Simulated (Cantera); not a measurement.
Input: 1 mol Nb2O5, 6.2 mol H2, held at 2125 K and 740 Pa.

These are equilibrium values from Cantera (NASA tables, ideal gas, pure condensed phases), not measurements of a reactor. Candidate condensed phases: H2O, Nb, NbO, NbO2, Nb2O5; 12 gas species. Mutual solubility and eutectic melting of coexisting phases are not modelled. Condensed phases not in the tables: the oxides between NbO2 and Nb2O5. The numbers say what is thermodynamically allowed, not how fast it happens.

Base state: H2 0.827, H2O 0.130, H 0.0384, NbO2 0.00395, OH 0.000751, O 2.47e-5, NbO 1.89e-5 (mole fractions); condensed: NbO2(s) + Nb2O5(l).

### Question
What changes in the equilibrium state with this change: temperature from 2125 K to 1298.15 K?

### Answer
```csv
species,before,after
H2,0.827,0.964
H2O,0.130,0.0362
H,0.0384,1.23e-5
NbO2,0.00395,<1e-9
OH,0.000751,5.96e-9
O,2.47e-5,<1e-9
NbO,1.89e-5,<1e-9
"NbO2(s), mol",1.64,0.449
"Nb2O5(l), mol",0.167,0
"Nb2O5(s), mol",0,0.776
```

### Question
What changes in the equilibrium state with this change: temperature from 2125 K to 1698 K?

### Answer
| species | before | after |
|---|---|---|
| H2 | 0.827 | 0.840 |
| H2O | 0.130 | 0.158 |
| H | 0.0384 | 0.00154 |
| NbO2 | 0.00395 | 1.55e-6 |
| NbO | 1.89e-5 | <1e-9 |
| O | 2.47e-5 | 2.19e-8 |
| OH | 0.000751 | 1.49e-5 |
| NbO2(s), mol | 1.64 | 1.96 |
| Nb2O5(l), mol | 0.167 | 0 |
| Nb2O5(s), mol | 0 | 0.0184 |
